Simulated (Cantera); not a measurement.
An isothermal, constant-pressure homogeneous reactor starts with 13.5 % C₂H₆, 86.5 % N₂, at 1200 K and 490 Pa.

Cantera simulation using GRI-Mech 3.0 (53 species, 325 reactions); the numbers are that mechanism's predictions, not measurements. GRI-Mech 3.0 stops at C3 and has no aromatics, soot or wall deposition, so with more carbon than oxygen in the feed, carbon stays in small species such as C2H2 where larger ones or solid carbon would form. Radical loss at walls, strong at low pressure, is not modelled.

x: mole fraction; the columns are a selection and need not sum to one.

| t (s) | x C₂H₆ | x HCN | x CH₄ | x CH₂ | x H₂ | x C₂H |
|---|---|---|---|---|---|---|
| 0.000700 | 0.135 | <1e-12 | 5.69e-7 | 1.06e-11 | 1.16e-7 | <1e-12 |
| 0.00283 | 0.135 | <1e-12 | 8.56e-6 | 3.25e-10 | 8.01e-6 | <1e-12 |
| 0.0114 | 0.134 | 9.05e-12 | 0.000107 | 4.87e-9 | 0.000383 | <1e-12 |
| 0.0461 | 0.127 | 2.38e-10 | 0.00135 | 3.52e-8 | 0.00598 | 8.74e-12 |
| 0.186 | … | 7.06e-10 | … | … | … | 8.04e-11 |
| 0.752 | 0.0158 | 1.08e-9 | 0.0305 | 1.54e-8 | 0.0863 | 4.03e-10 |
| 3.04 | 0.000469 | 1.13e-9 | 0.0344 | 5.13e-10 | 0.114 | 2.30e-10 |
| 12.3 | … | 1.12e-9 | 0.0340 | 2.29e-11 | … | 6.90e-11 |
| 49.5 | 2.97e-6 | 1.10e-9 | 0.0336 | 4.04e-12 | 0.138 | 3.72e-11 |
| 200 | 1.59e-6 | 1.08e-9 | 0.0328 | 3.79e-12 | 0.158 | 5.05e-11 |

### Question
Fill in the missing entries.

### Answer

- 0.186, x C₂H₆: 0.0874
- 0.186, x CH₄: 0.00977
- 0.186, x CH₂: 4.19e-8
- 0.186, x H₂: 0.0333
- 12.3, x C₂H₆: 1.87e-5
- 12.3, x H₂: 0.126
